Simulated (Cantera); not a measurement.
An isothermal, constant-pressure homogeneous reactor starts with CH₄ : CO₂ = 1 : 2 (molar parts), at 1750 K and 0.133 bar.

Computed with Cantera and GRI-Mech 3.0 (53 species, 325 reactions).

x: mole fraction; the columns are a selection and need not sum to one.

```json
[
 {"t (s)": "1.00e-5", "x CH₄": "0.333", "x CO₂": "0.667", "x CH₂CO": "<1e-12", "x CO": "6.79e-7", "x O": "1.43e-11"},
 {"t (s)": "3.51e-5", "x CH₄": "0.333", "x CO₂": "0.667", "x CH₂CO": "<1e-12", "x CO": "2.51e-6", "x O": "1.47e-11"},
 {"t (s)": "0.000123", "x CH₄": "0.333", "x CO₂": "0.666", "x CH₂CO": "4.59e-12", "x CO": "9.63e-6", "x O": "1.64e-11"},
 {"t (s)": "0.000433", "x CH₄": "0.331", "x CO₂": "0.666", "x CH₂CO": "2.85e-10", "x CO": "6.21e-5", "x O": "3.21e-11"},
 {"t (s)": "0.00152", "x CH₄": "0.312", "x CO₂": "0.659", "x CH₂CO": "(withheld)", "x CO": "0.00121", "x O": "2.74e-10"},
 {"t (s)": "0.00534", "x CH₄": "0.220", "x CO₂": "0.601", "x CH₂CO": "(withheld)", "x CO": "0.0170", "x O": "8.66e-10"},
 {"t (s)": "0.0187", "x CH₄": "0.107", "x CO₂": "0.466", "x CH₂CO": "(withheld)", "x CO": "0.0923", "x O": "1.27e-9"},
 {"t (s)": "0.0658", "x CH₄": "0.0247", "x CO₂": "0.257", "x CH₂CO": "(withheld)", "x CO": "0.268", "x O": "3.40e-9"},
 {"t (s)": "0.231", "x CH₄": "0.00934", "x CO₂": "0.154", "x CH₂CO": "(withheld)", "x CO": "0.396", "x O": "6.33e-9"},
 {"t (s)": "0.811", "x CH₄": "0.00572", "x CO₂": "0.0988", "x CH₂CO": "(withheld)", "x CO": "0.484", "x O": "6.87e-9"},
 {"t (s)": "2.85", "x CH₄": "0.00136", "x CO₂": "0.0731", "x CH₂CO": "(withheld)", "x CO": "0.526", "x O": "7.85e-9"},
 {"t (s)": "10.0", "x CH₄": "1.92e-7", "x CO₂": "0.0703", "x CH₂CO": "5.49e-11", "x CO": "0.530", "x O": "9.10e-9"}
]
```

Task: Some entries are withheld; supply them.

Result: 
- 0.00152, x CH₂CO: 5.41e-8
- 0.00534, x CH₂CO: 8.05e-6
- 0.0187, x CH₂CO: 5.49e-5
- 0.0658, x CH₂CO: 0.000165
- 0.231, x CH₂CO: 9.78e-5
- 0.811, x CH₂CO: 2.17e-5
- 2.85, x CH₂CO: 1.44e-6
